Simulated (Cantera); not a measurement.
A closed system holds: 1 mol HI, 0.45 mol O2, equilibrated at 1 atm.

Equilibrium computed with Cantera from the NASA thermochemical tables; the gas is ideal and each condensed phase is pure. Candidate condensed phases: H2O, I2; 12 gas species. The numbers say what is thermodynamically allowed, not how fast it happens.

Question: At 2550 K, list the 4 most abundant gas species with their mole fractions, and the condensed phases.

Answer: I 0.571, H2O 0.268, O2 0.113, OH 0.0236. Condensed: gas only.
